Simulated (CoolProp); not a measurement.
Vapour-liquid equilibrium of isobutane (1) + n-butane (2) at 0.617 MPa; x and y are mole fractions of (1).

The numbers come from the multi-fluid Helmholtz-energy mixture model, Bücker 2006 and Bücker 2006; pair parameters Kunz 2012 in CoolProp.

### Question
Give the bubble temperature and the first vapour's composition at x = 0.125, 0.35, 0.95. Is there an azeotrope?

### Answer
x = 0.125: 56.9 °C, y = 0.156; x = 0.35: 53.8 °C, y = 0.412; x = 0.95: 46.4 °C, y = 0.962. No azeotrope shows between x = 0.05 and 0.95.

Pair parameters are fitted to limited data, so mixtures are less certain than the pure fluids.
